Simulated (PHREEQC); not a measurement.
1 kg of water holding 0.14 mol/kgw NaHCO3, 0.12 mol/kgw Na2SO4, 0.018 mol/kgw KCl, 0.024 mol/kgw Na2CO3 and 0.032 mol/kgw NaCl is evaporated at 30 °C; the solids stay in contact with the brine. The system is closed to CO2. Only these solids could form: Arcanite, Burkeite, Glaserite, Halite, Kalicinite, Mirabilite, Misenite, Nahcolite, Natron, Sylvite, Thenardite, Trona.

Equilibrium calculation in PHREEQC: Pitzer model, pitzer.dat.

```json
[
 {"water left (kg)": "1", "ionic strength": "0.622", "water activity": "0.988", "Nahcolite (mol)": "0"},
 {"water left (kg)": "0.8219", "ionic strength": "0.757", "water activity": "0.986", "Nahcolite (mol)": "0"},
 {"water left (kg)": "0.6755", "ionic strength": "0.921", "water activity": "0.983", "Nahcolite (mol)": "0"},
 {"water left (kg)": "0.5552", "ionic strength": "1.12", "water activity": "0.980", "Nahcolite (mol)": "0"},
 {"water left (kg)": "0.375", "ionic strength": "1.66", "water activity": "0.971", "Nahcolite (mol)": "0"},
 {"water left (kg)": "0.3082", "ionic strength": "2.02", "water activity": "0.966", "Nahcolite (mol)": "0"},
 {"water left (kg)": "0.2533", "ionic strength": "2.46", "water activity": "0.959", "Nahcolite (mol)": "0"},
 {"water left (kg)": "0.2082", "ionic strength": "2.99", "water activity": "0.951", "Nahcolite (mol)": "0"},
 {"water left (kg)": "0.1711", "ionic strength": "3.64", "water activity": "0.941", "Nahcolite (mol)": "0"},
 {"water left (kg)": "0.1407", "ionic strength": "4.24", "water activity": "0.933", "Nahcolite (mol)": "0.0250"},
 {"water left (kg)": "0.09502", "ionic strength": "5.80", "water activity": "0.912", "Nahcolite (mol)": "0.0705"},
 {"water left (kg)": "0.07808", "ionic strength": "6.86", "water activity": "0.897", "Nahcolite (mol)": "0.0864"},
 {"water left (kg)": "0.06417", "ionic strength": "8.15", "water activity": "0.878", "Nahcolite (mol)": "0.0988"},
 {"water left (kg)": "0.05275", "ionic strength": "9.74", "water activity": "0.851", "Nahcolite (mol)": "0.108"},
 {"water left (kg)": "0.04335", "ionic strength": "11.0", "water activity": "0.826", "Nahcolite (mol)": "0.116"},
 {"water left (kg)": "0.03564", "ionic strength": "11.0", "water activity": "0.817", "Nahcolite (mol)": "0.121"},
 {"water left (kg)": "0.02383", "ionic strength": "10.7", "water activity": "0.799", "Nahcolite (mol)": "0.123"},
 {"water left (kg)": "0.01938", "ionic strength": "10.4", "water activity": "0.789", "Nahcolite (mol)": "0.121"},
 {"water left (kg)": "0.01574", "ionic strength": "9.96", "water activity": "0.778", "Nahcolite (mol)": "0.120"},
 {"water left (kg)": "0.01274", "ionic strength": "9.53", "water activity": "0.762", "Nahcolite (mol)": "0.119"}
]
```

Nahcolite from water left = 0.1407 kg (pH 8.64); Thenardite from water left = 0.04335 kg (pH 9.32); Trona from water left = 0.02926 kg (pH 9.54); Glaserite from water left = 0.01938 kg (pH 9.53).
